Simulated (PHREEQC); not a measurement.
Consider water at 25 °C with 19 mmol/kgw Cu(BF4)2 and 4.8 mmol/kgw H3BO3. Closed to the air; pH follows from the charge balance.

Computed with PHREEQC (ion-association model, phreeqc.dat).

No solid was allowed to form.

Order these F species by the share of F that they hold, largest first: BF3OH-, BF4-, F-, BF2(OH)2-, HF.

BF4- (88 %), BF3OH- (6.2 %), HF (2.6 %), BF2(OH)2- (1.4 %), F- (1.3 %)

The pH is 2.77 and the ionic strength 0.0584 mol/kgw. Species that the database lacks are ignored. Real BF4- forms and hydrolyses slowly; the run takes it at equilibrium.
